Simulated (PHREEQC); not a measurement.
Make-up at 66 °C and 500 atm: 0.14 mol/kgw Al2(SO4)3. Closed to the air; pH follows from the charge balance.

The numbers come from PHREEQC with the ion-association model, phreeqc.dat.

```json
[
 {"quantity": "pH", "before": "3.28", "after": "3.85"},
 {"quantity": "ionic strength (mol/kgw)", "before": "0.357", "after": "0.450"},
 {"quantity": "SO4-2 (mol/kgw)", "before": "0.0601", "after": "0.0811"},
 {"quantity": "HSO4- (mol/kgw)", "before": "0.00174", "after": "0.000123"}
]
```

Which change was made?
A) Al2(SO4)3 replaced by (NH4)2SO4 at the same molality
B) temperature from 66 to 5 °C
C) Al2(SO4)3 replaced by CuSO4 at the same molality
D) Al2(SO4)3 from 0.14 to 0.07 mol/kgw
E) Al2(SO4)3 replaced by FeSO4 at the same molality

B, temperature from 66 to 5 °C

This is a speciation only: nothing precipitates in the calculation. Some of these states are supersaturated (in Gibbsite (slow to form), for instance). Under pressure, the constants of complexes without a molar volume in the database are unreliable. At this temperature some constants are extrapolated from 25 °C, and those without enthalpy data are left unchanged.
